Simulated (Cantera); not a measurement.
A perfectly stirred reactor is fed with CH₄ : H₂ : O₂ = 0.0055 : 1 : 0.0076 (molar parts), equivalence ratio 67, at 0.0326 atm; it is held at 2673 K, and followed from long to short residence time.

Cantera simulation using GRI-Mech 3.0 (53 species, 325 reactions); the numbers are that mechanism's predictions, not measurements. Radical loss at walls, strong at low pressure, is not modelled.

x: mole fraction; the columns are a selection and need not sum to one.

| τ (s) | x CH₄ | x H₂ | x O₂ | x HCO | x H₂O₂ | x CO |
|---|---|---|---|---|---|---|
| 8.4 | (withheld) | 0.744 | 5.42e-7 | 4.35e-9 | 1.01e-11 | 0.00474 |
| 2.3 | (withheld) | 0.748 | 5.31e-7 | 4.57e-9 | 9.94e-12 | 0.00475 |
| 0.63 | (withheld) | 0.763 | 5.01e-7 | 5.48e-9 | 9.32e-12 | 0.00479 |
| 0.17 | (withheld) | 0.807 | 5.42e-7 | 1.05e-8 | 8.02e-12 | 0.00490 |
| 0.048 | (withheld) | 0.880 | 1.82e-6 | 4.02e-8 | 1.74e-11 | 0.00494 |
| 0.013 | (withheld) | 0.922 | 1.10e-5 | 1.02e-7 | 1.68e-10 | 0.00343 |
| 0.0036 | (withheld) | 0.939 | 5.70e-5 | 1.71e-7 | 1.29e-9 | 0.00136 |
| 0.00098 | (withheld) | 0.950 | 0.000286 | 2.32e-7 | 8.74e-9 | 0.000411 |

Problem. What belongs in the gaps?

Solution. 
- 8.4, x CH₄: 5.03e-9
- 2.3, x CH₄: 2.00e-8
- 0.63, x CH₄: 9.87e-8
- 0.17, x CH₄: 1.01e-6
- 0.048, x CH₄: 2.64e-5
- 0.013, x CH₄: 0.000249
- 0.0036, x CH₄: 0.000860
- 0.00098, x CH₄: 0.00213
